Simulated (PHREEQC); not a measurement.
## Leach liquor (model solution)

Consider water at 20 °C with 10 mmol/kgw H2SO4, 0.097 mmol/kgw LiCl and 0.22 mmol/kgw MgSO4. Closed to the air; pH follows from the charge balance.

Model: ion-association model, phreeqc.dat, run in PHREEQC.

Each row changes one thing in this solution. Precipitation was switched off in this run.

```
case                                                pH  ionic strength (mol/kgw)  SO4-2 (mol/kgw)  HSO4- (mol/kgw)  LiSO4- (mol/kgw)
------------------------------------------------  ----  ------------------------  ---------------  ---------------  ----------------
as made                                           1.86                    0.0217          0.00566          0.00450           1.36e-6
MgSO4 replaced by Fe2(SO4)3 at the same molality  1.86                    0.0219          0.00571          0.00452           1.37e-6
diluted 5-fold with water                         2.47                   0.00539          0.00165         0.000387           1.03e-7
diluted 10-fold with water                        2.75                   0.00285         0.000901         0.000118           3.03e-8
diluted 2-fold with water                         2.12                    0.0121          0.00344          0.00165           4.68e-7
temperature from 20 to 15 °C                      1.86                    0.0222          0.00588          0.00428           1.42e-6
MgSO4 left out                                    1.86                    0.0212          0.00555          0.00445           1.34e-6
```

Some of these states are supersaturated (in Hematite (slow to form), Goethite (slow to form), for instance).
